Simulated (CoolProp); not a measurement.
A simple Rankine cycle with sulfur dioxide: condensing at 321.15 K, boiler at 4.8 MPa, turbine inlet 403.7 K, turbine efficiency 0.9, pump efficiency 0.8, no recuperator. Each further row changes one setting.

Values from CoolProp's reference Helmholtz-energy equation of state, Gao 2016.

```json
[
 {"case": "as stated", "thermal efficiency (%)": "14.8", "net work (kJ/kg)": "48.1", "heat in (kJ/kg)": "326", "turbine exit temperature (K)": "321.2", "volume ratio over the turbine": "5.73"},
 {"case": "turbine inlet 423.7 K", "thermal efficiency (%)": "15.2", "net work (kJ/kg)": "54.2", "heat in (kJ/kg)": "356", "turbine exit temperature (K)": "321.2", "volume ratio over the turbine": "5.16"},
 {"case": "condensing temperature 313.15 K", "thermal efficiency (%)": "16.1", "net work (kJ/kg)": "54.4", "heat in (kJ/kg)": "337", "turbine exit temperature (K)": "313.2", "volume ratio over the turbine": "7.11"},
 {"case": "boiler pressure 3.36 MPa", "thermal efficiency (%)": "12.7", "net work (kJ/kg)": "45.6", "heat in (kJ/kg)": "358", "turbine exit temperature (K)": "321.2", "volume ratio over the turbine": "3.63"},
 {"case": "turbine efficiency 0.8", "thermal efficiency (%)": "13.0", "net work (kJ/kg)": "42.3", "heat in (kJ/kg)": "326", "turbine exit temperature (K)": "321.2", "volume ratio over the turbine": "5.85"}
]
```

The expansion ends wet for: as stated; turbine inlet 423.7 K; condensing temperature 313.15 K; boiler pressure 3.36 MPa; turbine efficiency 0.8.
